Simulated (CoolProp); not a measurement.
The fluid at 294.22 K and 0.696 MPa is throttled through a valve to 0.273 MPa with no heat exchange. The same conditions are run with several fluids, on thermodynamics alone (safety and materials aside).

Values from CoolProp's reference Helmholtz-energy equation of state of each fluid (1,2-dichloroethane: Thol 2015; neopentane: Lemmon 2006; R236FA: Pan 2012; isobutene: Lemmon 2005; R123: Younglove 1994).

```tsv
fluid	temperature change (K)	final density (kg/m³)
1,2-dichloroethane	(withheld)	(withheld)
neopentane	+0.1	(withheld)
R236FA	+0.1	1370
isobutene	+0.1	(withheld)
R123	+0.1	(withheld)
```

### Question
Complete the blanks.

### Answer

- 1,2-dichloroethane, temperature change (K): +0.2
- 1,2-dichloroethane, final density (kg/m³): 1250
- neopentane, final density (kg/m³): 589
- isobutene, final density (kg/m³): 593
- R123, final density (kg/m³): 1470
